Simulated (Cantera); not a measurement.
A perfectly stirred reactor is fed with CO : O2 : H2O : N2 = 0.0039 : 0.027 : 0.011 : 1 (molar parts), at 1.00 bar; it is held at 1325 K, and followed from long to short residence time.

Computed with Cantera and GRI-Mech 3.0 (53 species, 325 reactions).

### Question
Predict: x(CO) at τ = 0.890 s; x(O2) at τ = 0.890 s; x(H2O) at τ = 0.890 s; x(H2) at τ = 0.890 s; x(N2O) at τ = 0.890 s; x(CO) at τ = 24.0 ms; x(O2) at τ = 24.0 ms; x(H2O) at τ = 24.0 ms; x(H2) at τ = 24.0 ms; x(N2O) at τ = 24.0 ms.

### Answer
```
Quantity                 Result
---------------------  --------
x(CO) at τ = 0.890 s    5.01e-5
x(O2) at τ = 0.890 s     0.0241
x(H2O) at τ = 0.890 s    0.0106
x(H2) at τ = 0.890 s    1.41e-6
x(N2O) at τ = 0.890 s   7.33e-7
x(CO) at τ = 24.0 ms   0.000537
x(O2) at τ = 24.0 ms     0.0243
x(H2O) at τ = 24.0 ms    0.0105
x(H2) at τ = 24.0 ms    1.43e-5
x(N2O) at τ = 24.0 ms   5.52e-7
```
